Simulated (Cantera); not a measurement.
Input: 1 mol SiC, 1.9 mol H2, 0.011 mol C, at 0.133 bar.

Method: chemical equilibrium by Gibbs-energy minimisation in Cantera with the NASA 1993 tables (ideal gas, pure condensed phases). Candidate condensed phases: C, C6H6, C7H8, C8H18, Si, SiC; 87 gas species. Gases not in the tables: Si2H6 and higher silanes. Equilibrium is a limit: real reactors are often held back by kinetics, nucleation or transport.

log p: log10 of the partial pressure in bar; n: condensed amount in mol.

```csv
T (°C),log p H2,log p H,log p Si,log p SiC2,log p Si2C,log p C2H2 (acetylene),n C(graphite),n SiC(s)
1827,-0.88,-2.95,-4.98,-6.17,-6.37,-3.72,[?],1.000
1927,-0.88,-2.69,-4.40,-5.42,-5.63,-3.47,[?],0.999
2027,-0.89,-2.46,-3.83,-4.77,-4.92,-3.34,0,0.997
2127,-0.90,-2.25,-3.32,-4.18,-4.28,-3.19,0,0.989
2227,-0.92,-2.06,-2.89,-3.58,-3.74,-2.98,0,0.969
2327,-0.94,-1.89,-2.52,-3.01,-3.26,-2.75,0,0.916
2427,-1.00,-1.74,-2.15,-2.51,-2.79,-2.63,[?],0.762
2527,-1.11,-1.64,-1.80,-2.06,-2.35,-2.59,[?],0.280
```

**Question.** What belongs in the gaps?

**Answer.** 
- 1827, n C(graphite): 0.00564
- 1927, n C(graphite): 0.00195
- 2427, n C(graphite): 0.0326
- 2527, n C(graphite): 0.161
